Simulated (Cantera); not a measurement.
A Cantera script and its output.

```python
import numpy as np
import cantera as ct

gas = ct.Solution("gri30.yaml")
gas.TPX = 1950, 33000, {'C2H6': 1, 'H2': 3.4}
inlet = ct.Reservoir(gas, clone=True)

reactor = ct.IdealGasConstPressureReactor(gas, energy="off", clone=False)
exhaust = ct.Reservoir(gas, clone=True)
tau = [0.31, 0.17, 0.094, 0.052, 0.028, 0.016, 0.0087, 0.0048, 0.0026, 0.0015, 0.0008][0]
for a, b in ((inlet, reactor), (reactor, exhaust)):
    ct.MassFlowController(a, b, mdot=lambda t: reactor.mass / tau)
net = ct.ReactorNet([reactor])
show = ['C2H6', 'H2', 'C2H', 'CH4', 'C2H4', 'CH3']

rows = []
print(f"{'tau/s':>10s}{'T/K':>9s}" + "".join(f"{s:>11s}" for s in show))
for tau in [0.31, 0.17, 0.094, 0.052, 0.028, 0.016, 0.0087, 0.0048, 0.0026, 0.0015, 0.0008]:
    net.initial_time = 0.0
    net.advance(30 * tau)
    before = gas.X
    net.advance(40 * tau)
    drift = np.max(np.abs(gas.X - before) / (gas.X + 1e-9))
    rows.append([gas.T, *gas[show].X, drift])
    print(f"{tau:10.3e}{gas.T:9.1f}" + "".join(f"{x:11.3e}" for x in gas[show].X))
```

Result:

```
     tau/s      T/K       C2H6         H2        C2H        CH4       C2H4        CH3
 3.100e-01   1950.0  3.887e-06  8.350e-01  5.374e-06  1.015e-02  3.986e-04  4.531e-04
 1.700e-01   1950.0  6.983e-06  8.328e-01  5.401e-06  1.334e-02  4.145e-04  6.033e-04
 9.400e-02   1950.0  1.245e-05  8.300e-01  5.440e-06  1.742e-02  4.442e-04  8.017e-04
 5.200e-02   1950.0  2.216e-05  8.264e-01  5.496e-06  2.261e-02  4.978e-04  1.065e-03
 2.800e-02   1950.0  4.033e-05  8.217e-01  5.578e-06  2.941e-02  5.981e-04  1.431e-03
 1.600e-02   1950.0  6.895e-05  8.164e-01  5.679e-06  3.687e-02  7.531e-04  1.865e-03
 8.700e-03   1950.0  1.228e-04  8.096e-01  5.822e-06  4.647e-02  1.034e-03  2.479e-03
 4.800e-03   1950.0  2.142e-04  8.018e-01  5.995e-06  5.732e-02  1.486e-03  3.260e-03
 2.600e-03   1950.0  3.769e-04  7.926e-01  6.203e-06  6.991e-02  2.232e-03  4.304e-03
 1.500e-03   1950.0  6.215e-04  7.835e-01  6.401e-06  8.224e-02  3.261e-03  5.498e-03
 8.000e-04   1950.0  1.093e-03  7.720e-01  6.610e-06  9.724e-02  5.036e-03  7.233e-03
```

Cantera simulation using GRI-Mech 3.0 (53 species, 325 reactions); the numbers are that mechanism's predictions, not measurements. GRI-Mech 3.0 stops at C3 and has no aromatics, soot or wall deposition, so with more carbon than oxygen in the feed, carbon stays in small species such as C2H2 where larger ones or solid carbon would form.
